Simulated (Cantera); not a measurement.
An adiabatic, constant-volume homogeneous reactor starts with CH4 : CO : O2 : N2 = 1 : 0.21 : 1.17 : 4.4 (molar parts), at 1275 K and 0.270 bar.

Model: GRI-Mech 3.0 (53 species, 325 reactions), integrated in Cantera.

**Question.** Predict: time of steepest temperature rise; temperature at 2.00 s; equilibrium temperature; x(CO) at 2.00 s; x(O2) at 2.00 s; x(CH2O) at 2.00 s.

**Answer.** 
```json
{
 "time_of_steepest_temperature_rise": "63.4 ms",
 "temperature at 2.00 s": "2659 K",
 "equilibrium_temperature": "2659 K",
 "x(CO) at 2.00 s": "0.131 (gas-phase equilibrium 0.131)",
 "x(O2) at 2.00 s": "0.000400 (gas-phase equilibrium 0.000400)",
 "x(CH2O) at 2.00 s": "3.61e-9 (gas-phase equilibrium 3.61e-9)"
}
```
